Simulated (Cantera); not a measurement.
A perfectly stirred reactor is fed with CH₄ : O₂ : N₂ = 1 : 2 : 7.52 (molar parts), equivalence ratio 1.0, at 5.00 bar; it is adiabatic with a 548 K inlet, and is followed from long to short residence time, starting on the burning branch (τ in s: 0.35, 0.18, 0.091, 0.046, 0.023, 0.012, 0.0059, 0.003, 0.0015, 0.00077, 0.00039, 0.0002, 9.9e-05).

Computed with Cantera and GRI-Mech 3.0 (53 species, 325 reactions).

x: mole fraction; the columns are a selection and need not sum to one.

| τ (s) | T (K) | x CH₄ | x O₂ | x NO | x CH₂O | x N₂O | x NO₂ | x CH₂CO |
|---|---|---|---|---|---|---|---|---|
| 0.35 | 2389 | 2.38e-7 | 0.00506 | 0.00263 | 4.13e-8 | 3.26e-7 | 9.13e-7 | 1.25e-10 |
| 0.18 | 2389 | 4.58e-7 | 0.00512 | 0.00253 | 7.98e-8 | 3.29e-7 | 8.84e-7 | 2.44e-10 |
| 0.091 | 2389 | 8.92e-7 | 0.00523 | 0.00235 | 1.56e-7 | 3.33e-7 | 8.31e-7 | 4.82e-10 |
| 0.046 | 2388 | 1.72e-6 | 0.00542 | 0.00208 | 3.02e-7 | 3.41e-7 | ? | 9.54e-10 |
| 0.023 | 2386 | 3.29e-6 | 0.00573 | 0.00173 | 5.84e-7 | 3.50e-7 | ? | 1.92e-9 |
| 0.012 | 2382 | 5.95e-6 | 0.00615 | 0.00138 | 1.06e-6 | 3.62e-7 | ? | 3.75e-9 |
| 0.0059 | 2373 | 1.10e-5 | 0.00680 | 0.00104 | 1.97e-6 | 3.77e-7 | ? | 7.89e-9 |
| 0.0030 | 2360 | 1.92e-5 | 0.00767 | 0.000788 | 3.44e-6 | 3.94e-7 | ? | 1.62e-8 |
| 0.0015 | 2340 | 3.28e-5 | 0.00887 | 0.000603 | 5.83e-6 | 4.13e-7 | ? | 3.35e-8 |
| 0.00077 | 2314 | 5.41e-5 | 0.0104 | 0.000472 | 9.38e-6 | 4.28e-7 | ? | 6.65e-8 |
| 0.00039 | 2279 | 8.95e-5 | 0.0123 | 0.000368 | 1.50e-5 | 4.34e-7 | ? | 1.31e-7 |
| 0.00020 | 2238 | 0.000149 | 0.0145 | 0.000285 | 2.36e-5 | 4.31e-7 | ? | 2.55e-7 |
| 9.9e-5 | 2186 | 0.000263 | 0.0175 | 0.000210 | 3.88e-5 | 4.18e-7 | ? | 5.32e-7 |

### Question
Fill in the missing entries.

### Answer

- 0.046, x NO₂: 7.51e-7
- 0.023, x NO₂: 6.43e-7
- 0.012, x NO₂: 5.33e-7
- 0.0059, x NO₂: 4.24e-7
- 0.0030, x NO₂: 3.43e-7
- 0.0015, x NO₂: 2.81e-7
- 0.00077, x NO₂: 2.33e-7
- 0.00039, x NO₂: 1.89e-7
- 0.00020, x NO₂: 1.50e-7
- 9.9e-5, x NO₂: 1.13e-7
